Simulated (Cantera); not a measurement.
Equilibrium for carbon deposition, reforming and gasification: C + H2

A closed system holds: 1 mol C, 89 mol H2, equilibrated at 3.10 bar.

Method: chemical equilibrium by Gibbs-energy minimisation in Cantera with the NASA 1993 tables (ideal gas, pure condensed phases). Candidate condensed phases: C, C6H6, C7H8, C8H18; 76 gas species. The numbers say what is thermodynamically allowed, not how fast it happens.

```tsv
T (K)	x H2	x H	x C2H2 (acetylene)	x CH4	x CH3	x C2H4	x C4H2	x C2H	n C(graphite)
2025	0.997	0.00109	0.000902	0.00122	2.64e-5	1.64e-5	3.29e-7	2.01e-8	0.725
2075	0.996	0.00151	0.00124	0.00108	3.20e-5	1.72e-5	6.20e-7	4.48e-8	0.678
2125	0.995	0.00206	0.00167	0.000955	3.83e-5	1.80e-5	1.13e-6	9.62e-8	0.611
2175	0.994	0.00276	0.00222	0.000851	4.55e-5	1.88e-5	2.01e-6	1.99e-7	0.521
2225	0.993	0.00367	0.00291	0.000761	5.36e-5	1.95e-5	3.48e-6	3.99e-7	0.403
2275	0.991	0.00480	0.00377	0.000684	6.26e-5	2.03e-5	5.88e-6	7.74e-7	0.254
2325	0.988	0.00621	0.00483	0.000618	7.26e-5	2.10e-5	9.69e-6	1.46e-6	0.0676
2375	0.986	0.00795	0.00525	0.000519	7.74e-5	1.86e-5	1.15e-5	2.30e-6	0
2425	0.984	0.0101	0.00529	0.000424	7.94e-5	1.54e-5	1.17e-5	3.30e-6	0
2475	0.982	0.0127	0.00532	0.000348	8.13e-5	1.29e-5	1.19e-5	4.67e-6	0
2525	0.979	0.0157	0.00534	0.000288	8.30e-5	1.08e-5	1.20e-5	6.50e-6	0
2575	0.975	0.0194	0.00535	0.000240	8.45e-5	9.08e-6	1.21e-5	8.93e-6	0
2625	0.971	0.0238	0.00535	0.000201	8.59e-5	7.68e-6	1.22e-5	1.21e-5	0
```
x: gas mole fraction; n: condensed amount in mol.

From 2025 K to 2325 K the condensed part is C(graphite). From 2375 K to 2625 K nothing is condensed. The main C-bearing gas is C2H2 (acetylene) throughout.
